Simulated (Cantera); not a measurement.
**Formation from one mole of S2**

Cantera with NASA thermochemical tables; ideal gases at 1 bar, condensed phases pure. Values are per mole of reaction as written; species without (g) are pure solids or liquids, kept so even where they would boil at 1 bar.

2 Ba + S2(g) → 2 BaS

```
T (K)  ΔH° (kJ)  ΔS° (J/K)  ΔG° (kJ)  log10 K  condensed phases
-----  --------  ---------  --------  -------  ----------------
923     -1052.2     -189.1    -877.7    49.67     Ba(s), BaS(s)
1023    -1068.0     -204.9    -858.4    43.83     Ba(l), BaS(s)
1123    -1068.2     -205.0    -837.9    38.97     Ba(l), BaS(s)
1223    -1068.2     -205.0    -817.4    34.91     Ba(l), BaS(s)
1323    -1068.0     -204.9    -796.9    31.46     Ba(l), BaS(s)
1423    -1067.8     -204.7    -776.4    28.50     Ba(l), BaS(s)
1523    -1067.4     -204.5    -756.0    25.93     Ba(l), BaS(s)
1623    -1066.9     -204.1    -735.6    23.67     Ba(l), BaS(s)
1723    -1066.2     -203.8    -715.2    21.68     Ba(l), BaS(s)
1823    -1065.5     -203.3    -694.8    19.91     Ba(l), BaS(s)
1923    -1064.6     -202.9    -674.5    18.32     Ba(l), BaS(s)
```

2 Ni + S2(g) → 2 NiS

```json
[
 {"T (K)": "923", "ΔH° (kJ)": "-284.3", "ΔS° (J/K)": "-150.7", "ΔG° (kJ)": "-145.3", "log10 K": "8.22", "condensed phases": "Ni(s), NiS(s)"},
 {"T (K)": "1023", "ΔH° (kJ)": "-281.9", "ΔS° (J/K)": "-148.2", "ΔG° (kJ)": "-130.3", "log10 K": "6.66", "condensed phases": "Ni(s), NiS(s)"},
 {"T (K)": "1123", "ΔH° (kJ)": "-279.2", "ΔS° (J/K)": "-145.6", "ΔG° (kJ)": "-115.7", "log10 K": "5.38", "condensed phases": "Ni(s), NiS(s)"},
 {"T (K)": "1223", "ΔH° (kJ)": "-276.0", "ΔS° (J/K)": "-142.9", "ΔG° (kJ)": "-101.2", "log10 K": "4.32", "condensed phases": "Ni(s), NiS(s)"},
 {"T (K)": "1323", "ΔH° (kJ)": "-211.4", "ΔS° (J/K)": "-91.3", "ΔG° (kJ)": "-90.7", "log10 K": "3.58", "condensed phases": "Ni(s), NiS(l)"},
 {"T (K)": "1423", "ΔH° (kJ)": "-207.0", "ΔS° (J/K)": "-88.0", "ΔG° (kJ)": "-81.7", "log10 K": "3.00", "condensed phases": "Ni(s), NiS(l)"},
 {"T (K)": "1523", "ΔH° (kJ)": "-202.7", "ΔS° (J/K)": "-85.1", "ΔG° (kJ)": "-73.1", "log10 K": "2.51", "condensed phases": "Ni(s), NiS(l)"},
 {"T (K)": "1623", "ΔH° (kJ)": "-198.6", "ΔS° (J/K)": "-82.5", "ΔG° (kJ)": "-64.7", "log10 K": "2.08", "condensed phases": "Ni(s), NiS(l)"},
 {"T (K)": "1723", "ΔH° (kJ)": "-194.8", "ΔS° (J/K)": "-80.2", "ΔG° (kJ)": "-56.5", "log10 K": "1.71", "condensed phases": "Ni(s), NiS(l)"},
 {"T (K)": "1823", "ΔH° (kJ)": "-225.5", "ΔS° (J/K)": "-98.1", "ΔG° (kJ)": "-46.7", "log10 K": "1.34", "condensed phases": "Ni(l), NiS(l)"},
 {"T (K)": "1923", "ΔH° (kJ)": "-221.9", "ΔS° (J/K)": "-96.1", "ΔG° (kJ)": "-37.0", "log10 K": "1.01", "condensed phases": "Ni(l), NiS(l)"}
]
```

Ni + S2(g) → NiS2

```csv
T (K),ΔH° (kJ),ΔS° (J/K),ΔG° (kJ),log10 K,condensed phases
923,-253.1,-174.5,-92.1,5.21,"Ni(s), NiS2(s)"
1023,-251.5,-172.9,-74.7,3.81,"Ni(s), NiS2(s)"
1123,-249.9,-171.3,-57.5,2.67,"Ni(s), NiS2(s)"
1223,-248.1,-169.8,-40.4,1.73,"Ni(s), NiS2(s)"
1323,-180.4,-116.9,-25.7,1.02,"Ni(s), NiS2(l)"
1423,-178.7,-115.7,-14.1,0.52,"Ni(s), NiS2(l)"
1523,-177.1,-114.6,-2.6,0.09,"Ni(s), NiS2(l)"
1623,-175.6,-113.6,8.8,-0.28,"Ni(s), NiS2(l)"
1723,-174.2,-112.8,20.2,-0.61,"Ni(s), NiS2(l)"
1823,-190.1,-122.0,32.3,-0.93,"Ni(l), NiS2(l)"
1923,-188.9,-121.4,44.5,-1.21,"Ni(l), NiS2(l)"
```

2 Pb + S2(g) → 2 PbS(g)

```json
[
 {"T (K)": "923", "ΔH° (kJ)": "112.9", "ΔS° (J/K)": "106.7", "ΔG° (kJ)": "14.4", "log10 K": "-0.81"},
 {"T (K)": "1023", "ΔH° (kJ)": "110.8", "ΔS° (J/K)": "104.5", "ΔG° (kJ)": "3.8", "log10 K": "-0.20"},
 {"T (K)": "1123", "ΔH° (kJ)": "108.7", "ΔS° (J/K)": "102.6", "ΔG° (kJ)": "-6.5", "log10 K": "0.30"},
 {"T (K)": "1223", "ΔH° (kJ)": "106.6", "ΔS° (J/K)": "100.8", "ΔG° (kJ)": "-16.7", "log10 K": "0.71"},
 {"T (K)": "1323", "ΔH° (kJ)": "104.6", "ΔS° (J/K)": "99.2", "ΔG° (kJ)": "-26.7", "log10 K": "1.05"},
 {"T (K)": "1423", "ΔH° (kJ)": "102.6", "ΔS° (J/K)": "97.8", "ΔG° (kJ)": "-36.6", "log10 K": "1.34"},
 {"T (K)": "1523", "ΔH° (kJ)": "100.5", "ΔS° (J/K)": "96.4", "ΔG° (kJ)": "-46.3", "log10 K": "1.59"},
 {"T (K)": "1623", "ΔH° (kJ)": "98.5", "ΔS° (J/K)": "95.1", "ΔG° (kJ)": "-55.8", "log10 K": "1.80"},
 {"T (K)": "1723", "ΔH° (kJ)": "96.5", "ΔS° (J/K)": "93.9", "ΔG° (kJ)": "-65.3", "log10 K": "1.98"},
 {"T (K)": "1823", "ΔH° (kJ)": "94.4", "ΔS° (J/K)": "92.7", "ΔG° (kJ)": "-74.6", "log10 K": "2.14"},
 {"T (K)": "1923", "ΔH° (kJ)": "92.3", "ΔS° (J/K)": "91.6", "ΔG° (kJ)": "-83.8", "log10 K": "2.28"}
]
```
